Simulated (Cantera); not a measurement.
A Cantera script and its output.

```python
import numpy as np
import cantera as ct

surf = ct.Interface("ptcombust.yaml", "Pt_surf")
gas = surf.adjacent["gas"]
gas.TPX = 300, 9600, {'CH4': 0.019, 'O2': 0.15, 'N2': 0.79}
jet = ct.ImpingingJet(gas=gas, width=0.023, surface=surf)
jet.inlet.mdot, jet.inlet.T, jet.inlet.X = 0.029, 300, {'CH4': 0.019, 'O2': 0.15, 'N2': 0.79}
jet.set_refine_criteria(ratio=10, slope=0.2, curve=0.3)
show, cover = ['CH4', 'O2', 'H2O', 'OH', 'CO', 'CO2'], ["PT(S)", "H(S)", "O(S)", "OH(S)", "CO(S)", "C(S)"]

rows = []
print(f"{'Ts/K':>7s}" + "".join(f"{s:>11s}" for s in show + cover) + "   (gas at the wall, coverages)")
for i, Ts in enumerate([900, 950, 1000, 1050, 1100]):
    jet.surface.T = Ts
    if i == 0:
        surf.TP = Ts, 9600
        surf.coverages = "PT(S):0.5, O(S):0.5"
        surf.advance_coverages(1.0)
        jet.set_initial_guess(products="inlet")
    jet.solve(loglevel=0, auto=(i == 0))
    rows.append([*(jet.X[gas.species_index(s), -1] for s in show), *surf[cover].coverages])
    print(f"{Ts:7g}" + "".join(f"{x:11.3e}" for x in rows[-1]))
```

It prints:

```
   Ts/K        CH4         O2        H2O         OH         CO        CO2      PT(S)       H(S)       O(S)      OH(S)      CO(S)       C(S)   (gas at the wall, coverages)
    900  1.405e-02  1.441e-01  1.078e-02  2.200e-08  5.086e-06  7.013e-03  1.833e-01  4.554e-08  8.158e-01  8.291e-04  5.596e-06  1.991e-08
    950  1.108e-02  1.378e-01  1.629e-02  7.249e-08  5.526e-06  1.062e-02  2.474e-01  1.219e-07  7.516e-01  9.270e-04  4.438e-06  2.124e-08
   1000  8.527e-03  1.324e-01  2.098e-02  2.024e-07  5.728e-06  1.370e-02  3.145e-01  2.692e-07  6.846e-01  9.415e-04  3.265e-06  2.041e-08
   1050  6.597e-03  1.283e-01  2.450e-02  4.985e-07  5.865e-06  1.603e-02  3.819e-01  5.188e-07  6.172e-01  9.005e-04  2.343e-06  1.865e-08
   1100  5.202e-03  1.254e-01  2.701e-02  1.100e-06  6.057e-06  1.769e-02  4.482e-01  9.086e-07  5.510e-01  8.304e-04  1.692e-06  1.677e-08
```

Detailed kinetics in Cantera: Deutschmann's 1995 Pt surface mechanism with GRI-Mech 3.0 gas chemistry. Catalytic surfaces can have several steady states; this one follows from the mechanism file's or the stated starting coverage.
